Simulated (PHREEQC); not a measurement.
HNO3 is added in steps, without added water, to 1 kg of water holding 0.008 mol ZnSO4 and 0.038 mol ZnCl2, at 20 °C. O2 is buffered at 0.21 atm. No CO2 enters from the air. No solid was allowed to form.

Base run: PHREEQC, ion-association model, phreeqc.dat. Each further column changes one thing. The table gives HSO4- (mol/kgw).

```json
[
 {"HNO3 added (mol)": "0", "base": "7.83e-7", "all activity coefficients set to 1": "7.86e-7", "database wateq4f.dat": "7.90e-7", "Debye-Hückel limiting law": "(withheld)", "Davies equation for every ion": "7.73e-7"},
 {"HNO3 added (mol)": "0.0044", "base": "0.000451", "all activity coefficients set to 1": "0.000314", "database wateq4f.dat": "0.000442", "Debye-Hückel limiting law": "(withheld)", "Davies equation for every ion": "0.000431"},
 {"HNO3 added (mol)": "0.0088", "base": "0.000858", "all activity coefficients set to 1": "0.000604", "database wateq4f.dat": "0.000842", "Debye-Hückel limiting law": "0.000677", "Davies equation for every ion": "0.000821"},
 {"HNO3 added (mol)": "0.0154", "base": "0.00140", "all activity coefficients set to 1": "(withheld)", "database wateq4f.dat": "0.00137", "Debye-Hückel limiting law": "0.00110", "Davies equation for every ion": "0.00134"},
 {"HNO3 added (mol)": "0.0198", "base": "0.00172", "all activity coefficients set to 1": "0.00124", "database wateq4f.dat": "0.00169", "Debye-Hückel limiting law": "(withheld)", "Davies equation for every ion": "0.00165"},
 {"HNO3 added (mol)": "0.0242", "base": "0.00201", "all activity coefficients set to 1": "0.00146", "database wateq4f.dat": "0.00198", "Debye-Hückel limiting law": "(withheld)", "Davies equation for every ion": "0.00193"},
 {"HNO3 added (mol)": "0.0286", "base": "0.00228", "all activity coefficients set to 1": "0.00167", "database wateq4f.dat": "0.00224", "Debye-Hückel limiting law": "0.00178", "Davies equation for every ion": "0.00219"},
 {"HNO3 added (mol)": "0.0352", "base": "0.00264", "all activity coefficients set to 1": "0.00196", "database wateq4f.dat": "0.00260", "Debye-Hückel limiting law": "0.00205", "Davies equation for every ion": "0.00255"},
 {"HNO3 added (mol)": "0.0396", "base": "0.00285", "all activity coefficients set to 1": "0.00213", "database wateq4f.dat": "0.00282", "Debye-Hückel limiting law": "0.00221", "Davies equation for every ion": "0.00276"},
 {"HNO3 added (mol)": "0.044", "base": "0.00305", "all activity coefficients set to 1": "0.00230", "database wateq4f.dat": "0.00302", "Debye-Hückel limiting law": "0.00236", "Davies equation for every ion": "0.00296"}
]
```

Fill in the missing entries.


- 0, Debye-Hückel limiting law: 5.11e-7
- 0.0044, Debye-Hückel limiting law: 0.000357
- 0.0154, all activity coefficients set to 1: 0.000998
- 0.0198, Debye-Hückel limiting law: 0.00135
- 0.0242, Debye-Hückel limiting law: 0.00157

 phreeqc.dat and wateq4f.dat share most of their constants, so their agreement is no independent check.
